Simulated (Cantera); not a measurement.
Feed: 1 mol Si₂H₆, 1.8 mol O₂, 180 mol N₂, 18 mol H₂O, equilibrated at 1330 Pa.

Cantera equilibrium calculation (NASA polynomials, part measured and part estimated; ideal gas, pure solids and liquids). Candidate condensed phases: H₂O, Si, SiO₂, Si₂N₂O, Si₃N₄; 35 gas species. The feed counts by its element totals alone. The tables hold silica as quartz up to 1696 K and as liquid above; real silica turns to tridymite and cristobalite and melts near 1996 K. Equilibrium is a limit: real reactors are often held back by kinetics, nucleation or transport.

x: gas mole fraction; n: condensed amount in mol.

```tsv
T (K)	x N₂	x H₂O	x H₂	x H	x OH	n SiO₂(β-quartz)	n SiO₂(condensed)
1048	0.896	0.0876	0.0169	___	1.42e-10	2.00	0
1198	0.896	0.0876	0.0169	___	8.76e-9	2.00	0
1348	0.896	0.0876	0.0169	___	2.17e-7	2.00	0
1498	0.896	0.0876	0.0169	___	2.84e-6	2.00	0
1648	0.895	0.0875	0.0169	___	2.33e-5	2.00	0
1798	0.895	0.0874	0.0168	___	0.000135	0	1.99
1948	0.894	0.0869	0.0164	___	0.000600	0	1.91
```

Problem. Complete the blanks.

Solution. 
- 1048, x H: 8.70e-9
- 1198, x H: 2.14e-7
- 1348, x H: 2.61e-6
- 1498, x H: 1.94e-5
- 1648, x H: 0.000100
- 1798, x H: 0.000395
- 1948, x H: 0.00125
